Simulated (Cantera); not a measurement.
Input (Python, Cantera) and output of one run.

```python
import numpy as np
import cantera as ct

gas_names = """
    H HO2 H2 H2O H2O2 O OH O2 O3 Ti TiO TiO2
""".split()
cond_names = """
    H2O(s) H2O(L) Ti(a) Ti(b) Ti(L) TiO(a) TiO(b) TiO(L) TiO2(ru) TiO2(L) Ti2O3(a) Ti2O3(b) Ti2O3(L)
    Ti3O5(a) Ti3O5(b) Ti3O5(L) Ti4O7(s) Ti4O7(L)
""".split()


# ... load() reads the species with a 1 bar reference pressure and builds the phases ...
atoms = {
    'Ti': {'Ti': 1},
    'H2O': {'H': 2, 'O': 1},
    'H2': {'H': 2},
}
top_T = {}  # K; cautious upper limits of use, not melting points


# ... equilibrate(T, P, feed) seeds the gas with the atoms and calls Mixture.equilibrate('TP', solver="vcs", rtol=1e-11, max_steps=5000) ...
results = []
feed = {'Ti': 1, 'H2O': 13, 'H2': 13}  # mol
T = 1848  # K
P = 710  # Pa
mix = equilibrate(T, P, feed)
results.append((T, P, feed, dict(zip(mix.species_names, mix.species_moles))))
print(gas.report(threshold=1e-06))
for i in range(1, mix.n_phases):
    print(f"{mix.phase(i).name:16s} {mix.phase_moles(i):12.5e} mol")
```

Result:

```
       temperature   1848 K
          pressure   710 Pa
           density   0.00040492 kg/m^3
  mean mol. weight   8.7628 kg/kmol
   phase of matter   gas

                          1 kg             1 kmol
                     ---------------   ---------------
          enthalpy       -5.2295e+06       -4.5825e+07  J
   internal energy       -6.9829e+06        -6.119e+07  J
           entropy             30169        2.6436e+05  J/K
    Gibbs function       -6.0981e+07       -5.3437e+08  J
 heat capacity c_p              4646             40712  J/K
 heat capacity c_v            3697.2             32398  J/K

                      mass frac. Y      mole frac. X     chem. pot. / RT
                     ---------------   ---------------   ---------------
                 H        0.00054801          0.004764           -12.368
                H2           0.13188           0.57322           -24.736
               H2O           0.86706           0.42175           -48.679
                 O        2.9842e-06        1.6345e-06           -23.943
                OH         0.0005004        0.00025783           -36.311
              TiO2        1.3663e-05        1.4991e-06           -75.605
     [   +6 minor]        2.0485e-06        5.4493e-07

Ti(b)             0.00000e+00 mol
TiO(b)            0.00000e+00 mol
TiO2(ru)          9.99961e-01 mol
Ti2O3(b)          0.00000e+00 mol
Ti3O5(b)          0.00000e+00 mol
Ti4O7(s)          0.00000e+00 mol
```

Equilibrium computed with Cantera from the NASA thermochemical tables; the gas is ideal and each condensed phase is pure.
